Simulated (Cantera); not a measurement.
## Catalytic combustion on Pt

An isothermal plug-flow reactor at 675 K and 2.70 bar (inlet), inlet velocity 6.4 m/s, active area per volume 210 1/m; feed 4.75 % H2, 1.43 % O2, 93.8 % N2, equivalence ratio 1.7.

Detailed kinetics in Cantera: Deutschmann's 1995 Pt surface mechanism with GRI-Mech 3.0 gas chemistry. Catalytic surfaces can have several steady states; this one follows from the mechanism file's or the stated starting coverage. Mass transfer to the wall is taken as infinitely fast.

```json
[
 {"z (m)": "6.5e-05", "x H2": "0.0471", "x O2": "0.0141", "x H2O": "0.000378", "θ free Pt": "0.838", "θ H*": "0.161"},
 {"z (m)": "0.00011", "x H2": "0.0469", "x O2": "0.0139", "x H2O": "0.000638", "θ free Pt": "0.839", "θ H*": "0.161"},
 {"z (m)": "0.00018", "x H2": "0.0465", "x O2": "0.0137", "x H2O": "0.00104", "θ free Pt": "0.839", "θ H*": "0.161"},
 {"z (m)": "0.0003", "x H2": "0.0458", "x O2": "0.0134", "x H2O": "0.00171", "θ free Pt": "0.840", "θ H*": "0.160"},
 {"z (m)": "0.0005", "x H2": "0.0448", "x O2": "0.0129", "x H2O": "0.00280", "θ free Pt": "0.842", "θ H*": "0.158"},
 {"z (m)": "0.00084", "x H2": "0.0431", "x O2": "0.0120", "x H2O": "0.00456", "θ free Pt": "0.844", "θ H*": "0.156"},
 {"z (m)": "0.0014", "x H2": "0.0404", "x O2": "0.0107", "x H2O": "0.00723", "θ free Pt": "0.847", "θ H*": "0.152"},
 {"z (m)": "0.0023", "x H2": "0.0368", "x O2": "0.00884", "x H2O": "0.0110", "θ free Pt": "0.852", "θ H*": "0.147"},
 {"z (m)": "0.0039", "x H2": "0.0317", "x O2": "0.00627", "x H2O": "0.0162", "θ free Pt": "0.860", "θ H*": "0.139"},
 {"z (m)": "0.0065", "x H2": "0.0263", "x O2": "0.00354", "x H2O": "0.0217", "θ free Pt": "0.869", "θ H*": "0.130"}
]
```
x: gas mole fraction; θ: surface coverage.
